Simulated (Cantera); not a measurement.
Cantera run:

```python
import numpy as np
import cantera as ct

gas_names = [...]  # 118 gases of nasa_gas.yaml made of C, Cl, F, H
cond_names = """
    C(gr) C6H6(L) C7H8(L) C8H18(L),n-octa
""".split()


# ... load() reads the species with a 1 bar reference pressure and builds the phases ...
atoms = {
    'CH3Cl': {'C': 1, 'H': 3, 'CL': 1},
    'CH4': {'C': 1, 'H': 4},
    'H2': {'H': 2},
    'F2': {'F': 2},
}
top_T = {'C(gr)': 4500}  # K; cautious upper limits of use, not melting points


# ... equilibrate(T, P, feed) seeds the gas with the atoms and calls Mixture.equilibrate('TP', solver="vcs", rtol=1e-11, max_steps=5000) ...
results = []
feed = {'CH3Cl': 1, 'CH4': 0.054, 'H2': 3.2, 'F2': 0.44}  # mol
T = 750  # K
P = 133.322  # Pa
mix = equilibrate(T, P, feed)
results.append((T, P, feed, dict(zip(mix.species_names, mix.species_moles))))
x = sorted(zip(gas.X, gas.species_names), reverse=True)
print(f"T = {T:g} K  P = {P:g} Pa  gas = {mix.phase_moles(0):.4g} mol")
print("   x: " + "  ".join(f"{s} {v:.3e}" for v, s in x if v > 1e-06))
print("   condensed (mol): " + ("  ".join(f"{mix.phase(i).name} {mix.phase_moles(i):.4g}"
      for i in range(1, mix.n_phases) if mix.phase_moles(i) > 1e-12) or "none"))
```

It prints:

```
T = 750 K  P = 133.322 Pa  gas = 5.737 mol
   x: H2 6.704e-01  HCL 1.743e-01  HF 1.534e-01  CH4 1.914e-03
   condensed (mol): C(gr) 1.043
```

Method: chemical equilibrium by Gibbs-energy minimisation in Cantera with the NASA 1993 tables (ideal gas, pure condensed phases).
